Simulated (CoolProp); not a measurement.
A closed Brayton cycle with carbon dioxide: compressor inlet 328.15 K and 8.4 MPa, high pressure 24.1 MPa, turbine inlet 785 K, compressor efficiency 0.85, turbine efficiency 0.85, recuperator effectiveness 0.95 (on enthalpy, no pinch check). Each further row changes one setting.

The numbers come from the reference Helmholtz-energy equation of state, Span 1996 in CoolProp.

```csv
case,thermal efficiency (%),net work (kJ/kg),compressor to turbine work,compressor exit (K),turbine exit (K)
as stated,30.9,65.9,0.46,418.1,669.2
turbine inlet 735 K,28.2,56.8,?,418.1,?
compressor inlet 338.15 K,29.2,59.4,0.52,?,669.2
high pressure 20.5 MPa,30.9,?,0.44,403.9,?
recuperator effectiveness 0.5,?,65.9,0.46,418.1,669.2
```

Q: Fill in the missing entries.

A: 
- turbine inlet 735 K, compressor to turbine work: 0.50
- turbine inlet 735 K, turbine exit (K): 623.2
- compressor inlet 338.15 K, compressor exit (K): 434.2
- high pressure 20.5 MPa, net work (kJ/kg): 59.0
- high pressure 20.5 MPa, turbine exit (K): 686.5
- recuperator effectiveness 0.5, thermal efficiency (%): 19.2
